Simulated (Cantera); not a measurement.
Feed: 1 mol Al, 29 mol N2O, 14 mol N2, equilibrated at 1802 °C and 48.0 Pa.

These are equilibrium values from Cantera (NASA tables, ideal gas, pure condensed phases), not measurements of a reactor. Candidate condensed phases: Al, AlN, Al2O3; 16 gas species. Kinetics and transport are ignored.

Base state: N2 0.744, O2 0.222, O 0.0251, NO 0.00933 (mole fractions); condensed: Al2O3(s).

Problem. What changes in the equilibrium state with this change: 0.51 mol H2 added?

Solution. 
```json
[
 {"species": "N2", "before": "0.744", "after": "0.738"},
 {"species": "O2", "before": "0.222", "after": "0.216"},
 {"species": "O", "before": "0.0251", "after": "0.0247"},
 {"species": "H2O", "before": "0", "after": "0.00529"},
 {"species": "OH", "before": "0", "after": "0.00456"},
 {"species": "H", "before": "0", "after": "0.00196"},
 {"species": "H2", "before": "0", "after": "0.000259"},
 {"species": "Al2O3(s), mol", "before": "0.500", "after": "0.500"}
]
```
Further candidate phases: H2O.

Problem. What changes in the equilibrium state with this change: temperature from 1802 °C to 600 °C?

Solution. 
```
species         before    after
-------------  -------  -------
N2               0.744    0.758
O2               0.222    0.242
NO             0.00933  6.67e-6
O               0.0251    <1e-9
Al2O3(s), mol    0.500    0.500
```

Problem. What changes in the equilibrium state with this change: temperature from 1802 °C to 1052 °C?

Solution. 
| species | before | after |
|---|---|---|
| N2 | 0.744 | 0.757 |
| O2 | 0.222 | 0.242 |
| NO | 0.00933 | 0.000489 |
| O | 0.0251 | 6.19e-6 |
| Al2O3(s), mol | 0.500 | 0.500 |
